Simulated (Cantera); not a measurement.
What does this Cantera script print?

```python
import numpy as np
import cantera as ct

gas = ct.Solution("gri30.yaml")
gas.TPX = 1600, 1333, {'NO': 1, 'N2': 1.1}
reactor = ct.IdealGasConstPressureReactor(gas, energy="off", clone=False)
net = ct.ReactorNet([reactor])
net.rtol, net.atol = 1e-08, 1e-18
show = ['NO', 'N2O', 'O', 'N2', 'NO2', 'O2']
times = np.geomspace(0.0003, 200, 15)

steps = ct.SolutionArray(gas, extra=["t"])
rows = []
print(f"{'t/s':>10s}{'T/K':>9s}{'P/Pa':>11s}" + "".join(f"{s:>11s}" for s in show))
for t in times:
    while net.time < t:
        t_next = net.step()
        steps.append(gas.state, t=t_next)
    rows.append([np.interp(t, steps.t, y) for y in (steps.T, steps.P, *steps(*show).X.T)])
    print(f"{t:10.3e}{rows[-1][0]:9.1f}{rows[-1][1]:11.4g}" + "".join(f"{x:11.3e}" for x in rows[-1][2:]))
rate = np.gradient(steps.T, steps.t)
print("integrator steps:", len(steps.t))
if steps.T.max() > steps.T[0] + 200:
    print(f"time of steepest temperature rise: {steps.t[rate.argmax()]:.4e} s")
gas.TPX = 1600, 1333, {'NO': 1, 'N2': 1.1}
gas.equilibrate("TP")
print(f"equilibrium (TP): T = {gas.T:.1f} K  " + "  ".join(f"{s} {gas[s].X[0]:.3e}" for s in show))
```

Result:

```
       t/s      T/K       P/Pa         NO        N2O          O         N2        NO2         O2
 3.000e-04   1600.0       1333  4.762e-01  2.793e-08  2.788e-08  5.238e-01  6.585e-11  3.696e-12
 7.818e-04   1600.0       1333  4.762e-01  7.278e-08  7.240e-08  5.238e-01  4.401e-10  2.472e-11
 2.038e-03   1600.0       1333  4.762e-01  1.895e-07  1.870e-07  5.238e-01  2.954e-09  1.664e-10
 5.310e-03   1600.0       1333  4.762e-01  4.930e-07  4.764e-07  5.238e-01  1.962e-08  1.116e-09
 1.384e-02   1600.0       1333  4.762e-01  1.278e-06  1.172e-06  5.238e-01  1.262e-07  7.484e-09
 3.607e-02   1600.0       1333  4.762e-01  3.288e-06  2.662e-06  5.238e-01  7.496e-07  5.348e-08
 9.399e-02   1600.0       1333  4.762e-01  8.279e-06  5.124e-06  5.238e-01  3.625e-06  4.813e-07
 2.449e-01   1600.0       1333  4.761e-01  1.973e-05  7.574e-06  5.238e-01  1.105e-05  4.704e-06
 6.384e-01   1600.0       1333  4.761e-01  4.122e-05  9.133e-06  5.238e-01  1.724e-05  2.939e-05
 1.664e+00   1600.0       1333  4.759e-01  6.563e-05  1.044e-05  5.239e-01  1.928e-05  1.185e-04
 4.336e+00   1600.0       1333  4.753e-01  7.433e-05  1.111e-05  5.242e-01  2.065e-05  3.822e-04
 1.130e+01   1600.0       1333  4.739e-01  7.396e-05  1.173e-05  5.249e-01  2.304e-05  1.082e-03
 2.945e+01   1600.0       1333  4.703e-01  7.228e-05  1.314e-05  5.267e-01  2.850e-05  2.900e-03
 7.674e+01   1600.0       1333  4.609e-01  6.834e-05  1.610e-05  5.314e-01  3.955e-05  7.593e-03
 2.000e+02   1600.0       1333  4.372e-01  5.980e-05  2.154e-05  5.432e-01  5.803e-05  1.939e-02
integrator steps: 634
equilibrium (TP): T = 1600.0 K  NO 2.030e-03  N2O 1.375e-08  O 6.154e-05  N2 7.609e-01  NO2 9.998e-07  O2 2.370e-01
```

Detailed kinetics in Cantera: GRI-Mech 3.0 (53 species, 325 reactions). Radical loss at walls, strong at low pressure, is not modelled.
